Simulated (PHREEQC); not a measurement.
0.05 mol of Fluorite (CaF2) is brought to equilibrium with 1 kg of water holding 0.003 mol/kgw NaCl, at 25 °C, the pH being set by adding NaOH or HCl. O2 is buffered at 0.21 atm. No CO2 enters from the air. Only these solids could form: Fluorite.

The numbers come from PHREEQC with the ion-association model, phreeqc.dat.

Question: Predict dissolved Ca (mol/kgw) at pH = 3.5, 8.5.

Answer: 
```csv
pH,dissolved Ca (mol/kgw)
3.5,0.000271
8.5,0.000210
```
